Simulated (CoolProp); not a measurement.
A closed Brayton cycle with nitrogen: compressor inlet 326.15 K and 0.94 MPa, high pressure 2.88 MPa, turbine inlet 850 K, compressor efficiency 0.8, turbine efficiency 0.9, recuperator effectiveness 0.95 (on enthalpy, no pinch check). Each further row changes one setting.

Values from CoolProp's reference Helmholtz-energy equation of state, Span 2000.

| case | thermal efficiency (%) | net work (kJ/kg) | compressor to turbine work | compressor exit (K) | turbine exit (K) |
|---|---|---|---|---|---|
| as stated | 26.3 | 60.9 | 0.73 | 479.5 | 651.8 |
| turbine inlet 800 K | 22.0 | … | 0.77 | 479.5 | … |
| compressor inlet 336.15 K | … | 55.9 | 0.75 | 494.0 | 651.8 |
| high pressure 2.45 MPa | … | 59.4 | … | … | … |
| recuperator effectiveness 0.5 | 19.3 | 60.9 | 0.73 | 479.5 | 651.8 |

Problem. Fill in the missing entries.

Solution. 
- turbine inlet 800 K, net work (kJ/kg): 47.6
- turbine inlet 800 K, turbine exit (K): 611.9
- compressor inlet 336.15 K, thermal efficiency (%): 24.2
- high pressure 2.45 MPa, thermal efficiency (%): 28.8
- high pressure 2.45 MPa, compressor to turbine work: 0.69
- high pressure 2.45 MPa, compressor exit (K): 454.3
- high pressure 2.45 MPa, turbine exit (K): 677.4
